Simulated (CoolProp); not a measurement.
Model: reference Helmholtz-energy equation of state, Thol 2016, in CoolProp.

For hexamethyldisiloxane (MM), give the phase and the cp (kJ/(kg K)), cv (kJ/(kg K)) at 485 K and 0.0622 MPa.


- 485 K and 0.0622 MPa: gas; cp 1.99, cv 1.93
